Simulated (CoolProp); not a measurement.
Vapour-liquid equilibrium of propylene (1) + n-hexane (2) at 0.61 bar; x and y are mole fractions of (1).

Values from CoolProp's multi-fluid Helmholtz-energy mixture model, Lemmon 2013 and Thol 2019; pair parameters Bell 2016.

| x | bubble temperature, mixture model (°C) | bubble temperature, Raoult's law (°C) | y, mixture model | y, Raoult's law |
|---|---|---|---|---|
| 0.05 | 7.6 | 17.3 | 0.856 | 0.777 |
| 0.2 | -26.7 | -20.7 | 0.983 | 0.977 |
| 0.35 | -36.8 | -35.1 | 0.993 | 0.993 |
| 0.5 | -43.3 | -43.5 | 0.996 | 0.997 |
| 0.65 | -48.7 | -49.3 | 0.998 | 0.999 |
| 0.8 | -53.3 | -53.7 | 0.999 | 1.000 |
| 0.95 | -57.1 | -57.2 | 1.000 | 1.000 |

The largest gap from Raoult's law is -9.7 K in bubble temperature, at x = 0.05. No azeotrope shows between x = 0.05 and 0.95.

Pair parameters are fitted to limited data, so mixtures are less certain than the pure fluids. The gap from Raoult's law changes sign with composition, which may be real or a fault of the pair parameters; it wasn't checked against measurements.
